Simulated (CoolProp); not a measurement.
Saturated liquid density (kg/m³) of cyclohexane: the reference equation beside estimates from Tc = 280.5 °C, pc = 40.81 bar, ω = 0.209.

Computed with CoolProp (reference Helmholtz-energy equation of state, Zhou 2014).

```json
[
 {"T (°C)": "113.35", "reference": "685.3", "van der Waals": "…", "Redlich-Kwong": "618.6"},
 {"T (°C)": "121.55", "reference": "676.4", "van der Waals": "421.0", "Redlich-Kwong": "608.7"},
 {"T (°C)": "129.65", "reference": "667.4", "van der Waals": "…", "Redlich-Kwong": "…"},
 {"T (°C)": "137.85", "reference": "658.0", "van der Waals": "409.4", "Redlich-Kwong": "…"},
 {"T (°C)": "145.95", "reference": "648.6", "van der Waals": "403.4", "Redlich-Kwong": "577.3"},
 {"T (°C)": "154.05", "reference": "638.9", "van der Waals": "…", "Redlich-Kwong": "…"},
 {"T (°C)": "162.25", "reference": "628.8", "van der Waals": "390.7", "Redlich-Kwong": "554.5"},
 {"T (°C)": "170.35", "reference": "618.5", "van der Waals": "…", "Redlich-Kwong": "542.4"},
 {"T (°C)": "178.45", "reference": "607.8", "van der Waals": "377.1", "Redlich-Kwong": "529.9"},
 {"T (°C)": "186.65", "reference": "596.5", "van der Waals": "…", "Redlich-Kwong": "516.7"}
]
```

### Question
Fill in the missing entries.

### Answer

- 113.35, van der Waals: 426.5
- 129.65, van der Waals: 415.3
- 129.65, Redlich-Kwong: 598.7
- 137.85, Redlich-Kwong: 588.1
- 154.05, van der Waals: 397.2
- 154.05, Redlich-Kwong: 566.2
- 170.35, van der Waals: 384.0
- 186.65, van der Waals: 369.7

Absolute difference from the reference over all 10 rows, mean and median: van der Waals 37.8 and 37.8 %, Redlich-Kwong 11.3 and 11.2 %.
